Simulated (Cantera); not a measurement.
A closed system holds: 1 mol SiCl₄, 0.0068 mol C₂H₄, 550 mol H₂, held at 0.00133 bar.

Method: chemical equilibrium by Gibbs-energy minimisation in Cantera with the NASA 1993 tables (ideal gas, pure condensed phases). Candidate condensed phases: C, C₆H₆, C₇H₈, C₈H₁₈, Si, SiC; 109 gas species. Mutual solubility and eutectic melting of coexisting phases are not modelled. Gases not in the tables: Si₂H₆ and higher silanes. The numbers say what is thermodynamically allowed, not how fast it happens.

Which condensed phases are stable at each of these points (T (°C)): 802, 952, 1102, 1252, 1402, 1552, 1702, 1852, 2002, 2152, 2302?


```
T (°C)  condensed phases  Si condensed (%)
------  ----------------  ----------------
802       Si(s) + SiC(s)              94.2
952       Si(s) + SiC(s)              93.3
1102      Si(s) + SiC(s)              92.2
1252      Si(s) + SiC(s)              90.2
1402      Si(s) + SiC(s)              69.6
1552              SiC(s)               0.2
1702            gas only               0.0
1852            gas only               0.0
2002            gas only               0.0
2152            gas only               0.0
2302            gas only               0.0
```

From 802 °C to 1402 °C the condensed part is Si(s) + SiC(s). At 1552 °C the condensed part is SiC(s). From 1702 °C to 2302 °C nothing is condensed.
